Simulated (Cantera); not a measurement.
# Carbothermic reduction: SiO2 + C + H2

A closed system holds: 1 mol SiO2, 7.5 mol C, 4.7 mol H2, at 2375 K.

Cantera equilibrium calculation (NASA polynomials, part measured and part estimated; ideal gas, pure solids and liquids). Candidate condensed phases: C, C6H6, C7H8, C8H18, H2O, Si, SiC, SiO2; 123 gas species. Gases not in the tables: Si2H6 and higher silanes. Equilibrium is a limit: real reactors are often held back by kinetics, nucleation or transport.

```
P (Pa)    x H2      x H   x CO      x Si    x SiC2  n C(graphite)  n SiC(s)
-------  -----  -------  -----  --------  --------  -------------  --------
10       0.158    0.560  0.187    0.0788    0.0140           5.15         0
100      0.387    0.277  0.224    0.0893    0.0158           5.16         0
1000     0.578    0.107  0.265    0.0312   0.00552           4.74     0.636
10000    0.663   0.0363  0.286   0.00312  0.000552           4.54     0.930
100000   0.687   0.0117  0.291  0.000312   5.52e-5           4.52     0.958
1000000  0.693  0.00371  0.293   3.12e-5   5.52e-6           4.51     0.961
```
x: gas mole fraction; n: condensed amount in mol.

From 0.0750 Torr to 0.750 Torr the condensed part is C(graphite). From 7.50 Torr to 7500 Torr the condensed part is C(graphite) + SiC(s). The main Si-bearing gas is Si at 0.0750 Torr and SiO at 7500 Torr.
